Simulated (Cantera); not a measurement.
What does this Cantera script print?

```python
import numpy as np
import cantera as ct

surf = ct.Interface("diamond.yaml", "diamond_100")
gas, bulk = surf.adjacent["gas"], surf.adjacent["diamond"]
k = surf.kinetics_species_index(bulk.species_names[0])
cover = ["c6HH", "c6H*", "c6*H", "c6**", "c6HM", "c6B"]

rows, drift = [], 0.0
print(f"{'P':>10s}{'um/h':>11s}" + "".join(f"{s:>11s}" for s in cover))
for v in [1200, 1800, 2800, 4400, 6800, 11000, 16000, 25000]:
    T, P, xH, xCH3 = 1350, v, 0.00024, 0.00041
    gas.TPX = T, P, {"H": xH, "CH3": xCH3, "CH4": 0.0066, "H2": 1 - xH - xCH3 - 0.0066}
    surf.TP = bulk.TP = T, P
    surf.coverages = "c6H*:0.1, c6HH:0.9"
    surf.advance_coverages(100.0)
    before = surf.coverages
    surf.advance_coverages(100.0)
    drift = max(drift, np.max(np.abs(surf.coverages - before) / (surf.coverages + 1e-9)))
    rate = surf.net_production_rates[k] * bulk.mean_molecular_weight / bulk.density * 3.6e9
    rows.append([rate, *surf[cover].coverages])
    print(f"{v:10.4g}{rate:11.4e}" + "".join(f"{x:11.3e}" for x in rows[-1][1:]))
```

Result:

```
         P       um/h       c6HH       c6H*       c6*H       c6**       c6HM        c6B
      1200 2.0346e-02  5.515e-01  4.026e-02  3.971e-01  1.041e-02  4.304e-05  5.521e-11
      1800 4.3160e-02  5.519e-01  4.020e-02  3.965e-01  1.034e-02  6.498e-05  1.171e-10
      2800 9.5573e-02  5.522e-01  4.014e-02  3.959e-01  1.025e-02  1.021e-04  2.593e-10
      4400 2.0835e-01  5.522e-01  4.009e-02  3.954e-01  1.014e-02  1.626e-04  5.654e-10
      6800 4.2484e-01  5.521e-01  4.005e-02  3.950e-01  1.003e-02  2.549e-04  1.153e-09
   1.1e+04 8.9180e-01  5.518e-01  4.000e-02  3.945e-01  9.900e-03  4.191e-04  2.420e-09
   1.6e+04 1.5413e+00  5.515e-01  3.996e-02  3.941e-01  9.805e-03  6.164e-04  4.183e-09
   2.5e+04 2.8796e+00  5.510e-01  3.991e-02  3.935e-01  9.703e-03  9.730e-04  7.814e-09
```

Cantera simulation using the Harris–Goodwin 1993 mechanism for the reconstructed diamond (100) surface; the numbers are that mechanism's predictions, not measurements.
